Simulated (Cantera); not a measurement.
**Equilibrium for fluorocarbon and chlorocarbon gases: CHF₃ + F₂ + H₂**

Input: 1 mol CHF₃, 1.2 mol F₂, 10 mol H₂, held at 133 Pa.

Cantera equilibrium calculation (NASA polynomials, part measured and part estimated; ideal gas, pure solids and liquids). Candidate condensed phases: C, C₆H₆, C₇H₈, C₈H₁₈; 110 gas species. Ions and electrons are included (thermal ionisation). Rates play no part.

| T (K) | x H | x HF | x F | x C | x H₂ | x C₃ | x C₂ | x CF |
|---|---|---|---|---|---|---|---|---|
| 3000 | 0.701 | 0.212 | 0.0350 | 0.0125 | 0.0263 | 0.00831 | 0.00257 | 0.00133 |
| 3500 | 0.756 | 0.0361 | 0.168 | 0.0356 | 0.00219 | 8.97e-5 | 0.000628 | 0.000748 |
| 4000 | 0.765 | 0.00323 | 0.194 | 0.0364 | 0.000307 | 3.01e-7 | 4.73e-5 | 7.99e-5 |
| 4500 | 0.766 | 0.000439 | 0.197 | 0.0364 | 6.55e-5 | 3.37e-9 | 6.09e-6 | 1.24e-5 |
| 5000 | 0.766 | 8.77e-5 | 0.197 | 0.0362 | 1.89e-5 | 9.13e-11 | 1.16e-6 | 2.72e-6 |
x: gas mole fraction; nothing condenses.

From 3000 K to 5000 K nothing is condensed. The main C-bearing gas is C₃ at 3000 K and C at 5000 K.
